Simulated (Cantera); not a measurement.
Charge: 1 mol SiH2Cl2, a varied amount of H2O, 29 mol H2, at 648.15 K and 20.0 Pa.

Method: chemical equilibrium by Gibbs-energy minimisation in Cantera with the NASA 1993 tables (ideal gas, pure condensed phases). Candidate condensed phases: H2O, Si, SiO2; 30 gas species. Rates play no part.

### Question
At 9.8 mol H2O, list the 3 most abundant gas species with their mole fractions, and the condensed phases.

### Answer
H2 0.760, H2O 0.191, HCl 0.0490. Condensed: SiO2(α-quartz).
